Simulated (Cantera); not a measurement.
Charge: 1 mol Al(CH3)3, 44 mol N2O, 2 mol H2, equilibrated at 10000 Pa.

Method: chemical equilibrium by Gibbs-energy minimisation in Cantera with the NASA 1993 tables (ideal gas, pure condensed phases). Candidate condensed phases: Al, AlN, Al2O3, C, C6H6, C7H8, C8H18, H2O; 148 gas species. The feed counts by its element totals alone. Kinetics and transport are ignored. All values below are at 1323 K.

Base state: N2 0.642, O2 0.219, H2O 0.0949, CO2 0.0438, NO 0.000423, OH 2.39e-5 (mole fractions); condensed: Al2O3(s).

Q: What changes in the equilibrium state with this change: Al(CH3)3 replaced by AlCl3?

A: 
| species | before | after |
|---|---|---|
| N2 | 0.642 | 0.642 |
| O2 | 0.219 | 0.305 |
| HCl | 0 | 0.0387 |
| H2O | 0.0949 | 0.00983 |
| CO2 | 0.0438 | 0 |
| Cl | 0 | 0.00191 |
| Cl2 | 0 | 0.00158 |
| Al2O3(s), mol | 0.500 | 0.500 |
Further candidate phases: AlCl3, NH4Cl.
